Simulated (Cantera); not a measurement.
Equilibrium for thermal oxidation and active oxidation of silicon: Si + H2O + H2

Charge: 1 mol Si, 1.8 mol H2O, 750 mol H2, equilibrated at 0.100 bar.

These are equilibrium values from Cantera (NASA tables, ideal gas, pure condensed phases), not measurements of a reactor. Candidate condensed phases: H2O, Si, SiO2; 18 gas species. Mutual solubility and eutectic melting of coexisting phases are not modelled. The tables hold silica as quartz up to 1696 K and as liquid above; real silica turns to tridymite and cristobalite and melts near 1996 K. The numbers say what is thermodynamically allowed, not how fast it happens.

At 1348 K the condensed part is Si(s) + SiO2(β-quartz). From 1423 K to 1648 K the condensed part is SiO2(β-quartz). From 1723 K to 1948 K nothing is condensed. The main Si-bearing gas is SiO throughout.

```tsv
T (K)	log p H2	log p H	log p SiO	log p H2O	log p OH	log p SiH2	log p SiH4	log p Si	n Si(s)	n SiO2(β-quartz)
1348	-1.00	-6.14	-4.63	-7.27	<-13	-7.77	-8.08	-9.73	0.0114	0.811
1423	-1.00	-5.68	-4.57	-6.22	-12.56	-8.55	-9.31	-10.09	0	0.796
1498	-1.00	-5.26	-4.50	-5.29	-11.10	-9.23	-10.39	-10.39	0	0.762
1573	-1.00	-4.89	-4.29	-4.60	-9.94	-9.54	-11.06	-10.37	0	0.613
1648	-1.00	-4.55	-3.98	-4.10	-9.00	-9.58	-11.42	-10.10	0	0.206
1723	-1.00	-4.24	-3.88	-3.97	-8.47	-9.47	-11.61	-9.71	0	0
1798	-1.00	-3.95	-3.88	-3.97	-8.11	-9.34	-11.76	-9.32	0	0
1873	-1.00	-3.69	-3.88	-3.97	-7.77	-9.22	-11.89	-8.97	0	0
1948	-1.00	-3.45	-3.88	-3.97	-7.46	-9.11	-12.02	-8.64	0	0
```
log p: log10 of the partial pressure in bar; n: condensed amount in mol.
